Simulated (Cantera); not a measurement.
Mixture: CH₃OH : O₂ : N₂ = 1 : 1.72 : 6.48 (molar parts), equivalence ratio 0.87, at 2700000 Pa, adiabatic and at constant volume. Ignition delay is the time to a rise of 400 K.

Cantera simulation using GRI-Mech 3.0 (53 species, 325 reactions); the numbers are that mechanism's predictions, not measurements. GRI-Mech 3.0 was tuned for natural gas; its chemistry of methanol as a main component is partial and can be far from experiment. The pressure lies above the range GRI-Mech 3.0 was tuned for (to about 10 atm).

Problem. Predict: delay at 1098 K; delay at 1148 K; delay at 1198 K; delay at 1248 K; delay at 1298 K; delay at 1348 K; delay at 1398 K; apparent activation energy between 1298 and 1398 K.

Solution. 
- delay at 1098 K = 5.10 ms
- delay at 1148 K = 1.93 ms
- delay at 1198 K = 0.789 ms
- delay at 1248 K = 0.348 ms
- delay at 1298 K = 0.164 ms
- delay at 1348 K = 82.6 µs
- delay at 1398 K = 43.9 µs
- apparent activation energy between 1298 and 1398 K = 200 kJ/mol
